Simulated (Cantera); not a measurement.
**Adiabatic ignition**

An adiabatic, constant-pressure homogeneous reactor starts with 5.06 % C₃H₈, 19.5 % O₂, 73.4 % N₂, 2.03 % CO₂, at 1700 K and 5.70 bar.

Model: GRI-Mech 3.0 (53 species, 325 reactions), integrated in Cantera. GRI-Mech 3.0 was tuned for natural gas; its chemistry of propane as a main component is partial and can be far from experiment.

```json
[
 {"t (s)": "1.00e-6", "T (K)": "1679", "x C₃H₈": "0.0440", "x O₂": "0.192", "x CO₂": "0.0201", "x H₂O": "0.00150", "x CH₂": "2.29e-6", "x H₂": "0.00181"},
 {"t (s)": "2.42e-6", "T (K)": "1685", "x C₃H₈": "0.0312", "x O₂": "0.183", "x CO₂": "0.0200", "x H₂O": "0.00717", "x CH₂": "4.68e-6", "x H₂": "0.00673"},
 {"t (s)": "5.88e-6", "T (K)": "2207", "x C₃H₈": "2.20e-6", "x O₂": "0.0854", "x CO₂": "0.0225", "x H₂O": "0.0769", "x CH₂": "0.000317", "x H₂": "0.0514"},
 {"t (s)": "1.43e-5", "T (K)": "2861", "x C₃H₈": "<1e-12", "x O₂": "0.00960", "x CO₂": "0.0536", "x H₂O": "0.127", "x CH₂": "<1e-12", "x H₂": "0.0320"},
 {"t (s)": "3.46e-5", "T (K)": "2968", "x C₃H₈": "<1e-12", "x O₂": "0.00673", "x CO₂": "0.0577", "x H₂O": "0.135", "x CH₂": "1.43e-12", "x H₂": "0.0298"},
 {"t (s)": "8.38e-5", "T (K)": "2973", "x C₃H₈": "<1e-12", "x O₂": "0.00612", "x CO₂": "0.0579", "x H₂O": "0.135", "x CH₂": "1.52e-12", "x H₂": "0.0298"},
 {"t (s)": "0.000203", "T (K)": "2967", "x C₃H₈": "<1e-12", "x O₂": "0.00565", "x CO₂": "0.0573", "x H₂O": "0.135", "x CH₂": "1.53e-12", "x H₂": "0.0303"},
 {"t (s)": "0.000492", "T (K)": "2963", "x C₃H₈": "<1e-12", "x O₂": "0.00540", "x CO₂": "0.0570", "x H₂O": "0.135", "x CH₂": "1.53e-12", "x H₂": "0.0306"},
 {"t (s)": "0.00119", "T (K)": "2962", "x C₃H₈": "<1e-12", "x O₂": "0.00537", "x CO₂": "0.0570", "x H₂O": "0.135", "x CH₂": "1.53e-12", "x H₂": "0.0306"},
 {"t (s)": "0.00289", "T (K)": "2962", "x C₃H₈": "<1e-12", "x O₂": "0.00537", "x CO₂": "0.0570", "x H₂O": "0.135", "x CH₂": "1.53e-12", "x H₂": "0.0306"},
 {"t (s)": "0.00702", "T (K)": "2962", "x C₃H₈": "<1e-12", "x O₂": "0.00537", "x CO₂": "0.0570", "x H₂O": "0.135", "x CH₂": "1.53e-12", "x H₂": "0.0306"},
 {"t (s)": "0.0170", "T (K)": "2962", "x C₃H₈": "<1e-12", "x O₂": "0.00537", "x CO₂": "0.0570", "x H₂O": "0.135", "x CH₂": "1.53e-12", "x H₂": "0.0306"},
 {"t (s)": "0.0412", "T (K)": "2962", "x C₃H₈": "<1e-12", "x O₂": "0.00537", "x CO₂": "0.0570", "x H₂O": "0.135", "x CH₂": "1.53e-12", "x H₂": "0.0306"},
 {"t (s)": "0.100", "T (K)": "2962", "x C₃H₈": "<1e-12", "x O₂": "0.00537", "x CO₂": "0.0570", "x H₂O": "0.135", "x CH₂": "1.53e-12", "x H₂": "0.0306"}
]
```
x: mole fraction; the columns are a selection and need not sum to one.

- time of steepest temperature rise: 6.14 µs
- temperature at 0.100 s: 2962 K
- equilibrium temperature: 2962 K
- x(C₃H₈) at 0.100 s: <1e-12 (gas-phase equilibrium <1e-12)
- x(O₂) at 0.100 s: 0.00537 (gas-phase equilibrium 0.00537)
- x(CO₂) at 0.100 s: 0.0570 (gas-phase equilibrium 0.0570)
